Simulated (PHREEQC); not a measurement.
## Alkaline etch or developer (model solution)

Solution (20 °C): 0.08 mol TMAH and 1.5e-05 mol H4SiO4 per kg of water. Closed to the air; pH follows from the charge balance.

Equilibrium calculation in PHREEQC: ion-association model, wateq4f.dat.

Each row changes one thing in this solution. No solid was allowed to form.

```tsv
case	pH	H3SiO4- (mol/kgw)	H2SiO4-2 (mol/kgw)	H4SiO4 (mol/kgw)	SI of Quartz (SiO2)
as made	12.96	8.11e-6	6.88e-6	5.52e-9	-4.19
temperature from 20 to 50 °C	12.07	9.19e-6	5.79e-6	1.94e-8	(withheld)
diluted 2-fold with water	12.69	5.38e-6	2.11e-6	7.37e-9	-4.07
H4SiO4 from 1.5e-05 to 7.5e-06 mol/kgw	12.96	4.06e-6	3.44e-6	2.76e-9	-4.49
H4SiO4 from 1.5e-05 to 1.35e-05 mol/kgw	12.96	7.30e-6	6.19e-6	4.97e-9	(withheld)
H4SiO4 replaced by Na2SiO3 at the same molality	12.96	8.11e-6	6.88e-6	5.52e-9	-4.19
```

### Question
Complete the blanks.

### Answer

- temperature from 20 to 50 °C, SI of Quartz (SiO2): -4.06
- H4SiO4 from 1.5e-05 to 1.35e-05 mol/kgw, SI of Quartz (SiO2): -4.24

Species that the database lacks are ignored. (CH3)4N+ isn't in the database: it is added as a free cation with an ion size of 4 Å. Away from 25 °C the constants follow the database's enthalpies or fits; those with neither stay at their 25 °C values.
